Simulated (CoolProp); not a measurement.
Saturation properties of CH3F (R41).

Computed with CoolProp (reference Helmholtz-energy equation of state, Lemmon 2006). It is a short technical equation, of lower accuracy than the large ones.

```tsv
T (K)	p (kPa)	enthalpy of vaporisation (kJ/kg)	vapour Z	surface tension (mN/m)
238.2	690.3	416.9	0.8599	8.99
245	873.3	403.1	[?]	8.04
251.8	1090	388.3	[?]	7.11
258.6	1346	372.4	0.7855	6.21
265.4	1644	355.0	0.7557	5.33
272.2	[?]	335.9	0.7229	4.47
278.9	2378	315.1	0.6872	3.66
285.7	[?]	[?]	[?]	2.88
292.5	3345	264.1	0.6014	2.13
```

Problem. Complete the blanks.

Solution. 
- 245, vapour Z: 0.8374
- 251.8, vapour Z: 0.8127
- 272.2, p (kPa): 1988
- 285.7, p (kPa): 2830
- 285.7, enthalpy of vaporisation (kJ/kg): 291.3
- 285.7, vapour Z: 0.6469

It boils at 194.8 K under 1 atm.

Surface tension comes from a separate correlation (Mulero 2012).
